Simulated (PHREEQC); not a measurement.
A solution holds 0.076 mol/kgw NaHS and 0.0004 mol/kgw NaOH, at 25 °C. Closed to the air; pH follows from the charge balance.

Equilibrium calculation in PHREEQC: ion-association model, phreeqc.dat.

Each row changes one thing in this solution. No solid was allowed to form.

```
case                                            pH  ionic strength (mol/kgw)
-------------------------------------------  -----  ------------------------
as made                                      10.16                    0.0766
NaHS left out                                10.59                  0.000400
diluted 10-fold with water                    9.64                   0.00764
diluted 5-fold with water                     9.84                    0.0153
NaOH from 0.0004 to 0.00036 mol/kgw          10.12                    0.0766
diluted 100-fold with water                   9.00                  0.000764
NaOH from 0.0004 to 0.002 mol/kgw            10.82                    0.0791
NaOH left out                                 9.61                    0.0761
NaHS replaced by NaBF4 at the same molality   2.78                    0.0783
```

Real BF4- forms and hydrolyses slowly; the run takes it at equilibrium.
